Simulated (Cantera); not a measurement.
Cantera run:

```python
import numpy as np
import cantera as ct

gas_names = """
    B BF BF2 BF3 BH BHF2 BH2 BH3 BO BOF BOF2 BO2 B2 B2O B2O2 B2O3 B3O3F3 B3O3H3 F FO FO2 F2 F2O H HBO
    HBO2 HF HOF HO2 H2 H2F2 H2O H2O2 H3B3O6 H3F3 H4F4 H5F5 H6F6 H7F7 O OH O2 O3
""".split()
cond_names = """
    B(b) B(L) B2O3(L) B3O3H3(cr) H2O(s) H2O(L)
""".split()


def load(file, names, dense=False):
    # The tables refer to 1 bar. Condensed volumes are neglected.
    table = {s.name: s for s in ct.Species.list_from_file(file)}
    out = []
    for n in names:
        d = dict(table[n].input_data)
        d["thermo"] = dict(d["thermo"], **{"reference-pressure": 1e5})
        if dense:
            d["equation-of-state"] = {"model": "constant-volume", "density": "1e6 g/cm^3"}
        out.append(ct.Species.from_dict(d))
    return out


gas = ct.Solution(thermo="ideal-gas", species=load("nasa_gas.yaml", gas_names))
cond = {s.name: ct.Solution(thermo="fixed-stoichiometry", species=[s], name=s.name)
        for s in load("nasa_condensed.yaml", cond_names, dense=True)}
atoms = {
    'BF3': {'B': 1, 'F': 3},
    'H2O': {'H': 2, 'O': 1},
}
top_T = {}  # K; cautious upper limits of use, not melting points


def equilibrate(T, P, feed):
    n = {}
    for name, mol in feed.items():
        for a, k in atoms[name].items():
            n[a] = n.get(a, 0.0) + k * mol
    gas.TPX = T, P, n
    mass = sum(n.values()) * gas.mean_molecular_weight
    gas.equilibrate("TP")
    valid = [c for c in cond.values() if c.min_temp <= T <= top_T.get(c.name, c.max_temp)]
    mix = ct.Mixture([(gas, mass / gas.mean_molecular_weight)] + [(c, 0.0) for c in valid])
    mix.T, mix.P = T, P
    mix.equilibrate("TP", solver="vcs", rtol=1e-11, max_steps=5000)
    return mix


results = []
feed = {'BF3': 1, 'H2O': 3.1}  # mol
P = 100000  # Pa
for T in [1448, 1523, 1598, 1673, 1748, 1823, 1898, 1973]:
    mix = equilibrate(T, P, feed)
    results.append((T, P, feed, dict(zip(mix.species_names, mix.species_moles))))

top = {s: max(r[3][s] / sum(r[3][g] for g in gas_names) for r in results) for s in gas_names}
cols = sorted((s for s in top if top[s] > 0.0001), key=lambda s: -top[s])[:9]
seen = [c for c in cond_names if any(r[3].get(c, 0) > 1e-12 for r in results)]
print("log10 of partial pressures in bar; condensed amounts in mol")
print(f"{'T/K':>10s}" + "".join(f"{s[:9]:>10s}" for s in cols + seen))
for T, P, feed, n in results:
    ng = sum(n[g] for g in gas_names)
    print(f"{T:10.4g}" + "".join(f"{np.log10(max(n[s] / ng * P / 1e5, 1e-99)):10.3f}" for s in cols)
          + "".join(f"{n.get(c, 0):10.4g}" for c in seen))
```

It prints:

```
log10 of partial pressures in bar; condensed amounts in mol
       T/K       H2O        HF       BOF       BF3      HBO2    B3O3F3        H2    H3B3O6        O2   B2O3(L)
      1448    -0.287    -0.461    -1.663    -1.049    -1.966    -1.879    -4.088    -2.705    -4.470    0.1281
      1523    -0.308    -0.450    -1.362    -1.120    -1.682    -1.941    -3.805    -2.822    -4.190   0.09315
      1598    -0.335    -0.456    -1.103    -1.221    -1.430    -2.035    -3.552    -2.939    -3.942   0.01141
      1673    -0.366    -0.431    -0.978    -1.357    -1.349    -2.450    -3.329    -3.484    -3.718         0
      1748    -0.392    -0.405    -0.916    -1.529    -1.327    -2.984    -3.122    -4.137    -3.511         0
      1823    -0.411    -0.386    -0.882    -1.725    -1.320    -3.542    -2.928    -4.773    -3.318         0
      1898    -0.424    -0.374    -0.864    -1.933    -1.317    -4.092    -2.746    -5.366    -3.140         0
      1973    -0.433    -0.367    -0.854    -2.141    -1.316    -4.620    -2.575    -5.914    -2.974         0
```

Method: chemical equilibrium by Gibbs-energy minimisation in Cantera with the NASA 1993 tables (ideal gas, pure condensed phases). Gases not in the tables: H3BO3.
